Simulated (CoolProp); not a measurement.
Saturation properties of R152A (Tc = 386.4 K, pc = 4517 kPa, ω = 0.275).

Computed with CoolProp (reference Helmholtz-energy equation of state, Outcalt 1996). It is a modified Benedict-Webb-Rubin equation, recast in Helmholtz form.

| T (K) | p (kPa) | vapour density (kg/m³) | liquid cp (kJ/(kg K)) | liquid viscosity (µPa s) |
|---|---|---|---|---|
| 182.3 | 1.414 | 0.06175 | 1.523 | 911 |
| 198.6 | 5.483 | 0.2205 | 1.534 | 644 |
| 215 | 16.86 | 0.6306 | 1.554 | 482 |
| 231.4 | 43.10 | 1.516 | 1.583 | 375 |
| 247.8 | 95.51 | 3.193 | 1.621 | 299 |
| 264.2 | 189.1 | 6.083 | 1.668 | 242 |
| 280.6 | 342.3 | 10.73 | 1.724 | 198 |
| 297 | 576.4 | 17.85 | 1.795 | 163 |
| 313.4 | 915.4 | 28.47 | 1.886 | 135 |
| 329.8 | 1386 | 44.17 | 2.017 | 111 |
| 346.2 | 2018 | 67.76 | 2.228 | 91.0 |
| 362.6 | 2846 | 105.5 | 2.678 | 73.0 |

It boils at 249.1 K under 1 atm.

Viscosity comes from a separate model (Bell 2016), an estimate that may be off by 10 % or more.
